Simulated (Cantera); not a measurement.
## Oxide etching and cleaning by halides: CaO + HBr + O₂

Input: 1 mol CaO, a varied amount of HBr, 0.1 mol O₂, held at 10.0 mbar.

These are equilibrium values from Cantera (NASA tables, ideal gas, pure condensed phases), not measurements of a reactor. Candidate condensed phases: Br₂, Ca, CaBr₂, CaO, Ca(OH)₂, H₂O; 19 gas species. Mutual solubility and eutectic melting of coexisting phases are not modelled. Rates play no part.

Task: Map the stable condensed phases over T = 500, 600, 700, 800, 900, 1000, 1100, 1200, 1300, 1400 °C and n(HBr) in mol = 1.1, 1.5, 1.8, 2.2, 2.6, 2.9, 3.3, 3.7, 4.1, 4.4.

Result: 
```
T in °C \ n(HBr) in mol
         1.1 1.5 1.8 2.2 2.6 2.9 3.3 3.7 4.1 4.4
   1400    A   A   A   A   A   A   B   B   B   B
   1300    A   A   A   A   A   A   B   B   B   B
   1200    A   A   A   A   A   A   B   B   B   B
   1100    C   C   C   C   C   C   D   D   D   D
   1000    C   C   C   C   C   D   D   D   D   D
    900    C   C   C   C   D   D   D   D   D   D
    800    C   C   C   C   D   D   D   D   D   D
    700    C   C   C   D   D   D   D   D   D   D
    600    C   C   C   D   D   D   D   D   D   D
    500    C   C   C   D   D   D   D   D   D   D
```
A: CaO; B: gas only; C: CaBr₂ + CaO; D: CaBr₂.
